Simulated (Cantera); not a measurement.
Premixed flame

A freely propagating, adiabatic, planar premixed flame of 55.7 % H₂, 9.31 % O₂, 34.9 % N₂, equivalence ratio 3.0, unburnt at 698 K and 660 Torr; mixture-averaged transport, grid criteria slope 0.08 and curve 0.16, no radiation.

Computed with Cantera and the H2/O2 subset of GRI-Mech 3.0, which has no nitrogen chemistry. Burning velocities carry a grid error of a few per cent, more on coarse grids.

```csv
z (mm),T (K),u (m/s),x H₂,x O₂,x OH,x H₂O₂,x O,x HO₂
-1.86,698,10.4,0.557,0.0931,<1e-8,<1e-8,<1e-8,<1e-8
-1.24,698,10.4,0.557,0.0931,<1e-8,<1e-8,<1e-8,<1e-8
-0.932,698,10.4,0.557,0.0931,<1e-8,<1e-8,<1e-8,2.89e-8
-0.621,698,10.4,0.557,0.0931,<1e-8,<1e-8,1.63e-8,3.29e-6
-0.311,723,10.8,0.554,0.0927,5.32e-5,1.52e-6,1.84e-5,0.000144
-0.155,887,12.9,0.527,0.0871,0.000319,1.76e-6,0.000295,9.60e-5
0,1217,17.4,0.436,0.0527,0.00131,6.64e-7,0.00195,4.35e-5
0.155,1443,20.5,0.363,0.0113,0.00171,2.79e-7,0.00129,9.20e-6
0.311,1537,21.7,0.351,0.00164,0.00162,1.54e-7,0.000477,1.27e-6
0.621,1632,22.9,0.357,0.000116,0.00173,1.17e-7,0.000297,9.17e-8
1.24,1733,24.2,0.367,5.51e-5,0.00179,8.20e-8,0.000229,4.68e-8
2.48,1832,25.3,0.377,3.54e-5,0.00167,4.83e-8,0.000151,3.18e-8
4.97,1919,26.4,0.387,1.93e-5,0.00139,2.48e-8,8.44e-5,1.91e-8
```
x: mole fraction of selected species; z is measured from the peak of heat release.

```
Quantity                     Result
------------------------  ---------
laminar burning velocity  1040 cm/s
thermal thickness          0.621 mm
peak x(OH)                  0.00179
peak x(H₂O₂)                2.16e-6
peak x(O)                   0.00212
peak x(HO₂)                0.000144
```
